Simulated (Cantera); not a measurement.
A closed system holds: 1 mol Si, 27 mol HCl, 0.67 mol H₂, held at 0.360 Torr.

Method: chemical equilibrium by Gibbs-energy minimisation in Cantera with the NASA 1993 tables (ideal gas, pure condensed phases). Candidate condensed phases: Si; 19 gas species. Rates play no part.

Question: At 573 K, list the 3 most abundant gas species with their mole fractions, and the condensed phases.

Answer: HCl 0.862, H₂ 0.100, SiCl₄ 0.0375. Condensed: gas only.
